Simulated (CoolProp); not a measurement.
Vapour-liquid equilibrium of n-heptane (1) + m-xylene (2) at 0.398 MPa; x and y are mole fractions of (1).

Computed with CoolProp (multi-fluid Helmholtz-energy mixture model, Span 2003 and Zhou 2012; pair parameters Bell 2016).

```tsv
x	bubble temperature, mixture model (°C)	bubble temperature, Raoult's law (°C)	y, mixture model	y, Raoult's law
0.05	?	195.1	0.119	0.113
0.125	188.5	190.3	0.265	0.260
0.2	183.6	185.8	0.382	0.383
0.275	?	181.7	0.479	0.488
0.35	175.6	177.8	0.561	0.578
0.425	172.2	174.2	0.631	0.655
0.5	169.1	170.8	?	0.722
0.575	166.2	167.7	0.750	0.780
0.65	163.6	164.7	0.801	0.831
0.725	161.1	161.9	0.849	0.875
0.8	158.7	159.3	0.893	0.915
0.875	156.5	156.8	0.935	0.950
0.95	154.3	154.5	0.975	0.981
```

Q: Complete the blanks.

A: 
- 0.05, bubble temperature, mixture model (°C): 194.2
- 0.275, bubble temperature, mixture model (°C): 179.3
- 0.5, y, mixture model: 0.694

The largest gap from Raoult's law is -2.4 K in bubble temperature, at x = 0.275. No azeotrope shows between x = 0.05 and 0.95.

Pair parameters are fitted to limited data, so mixtures are less certain than the pure fluids.
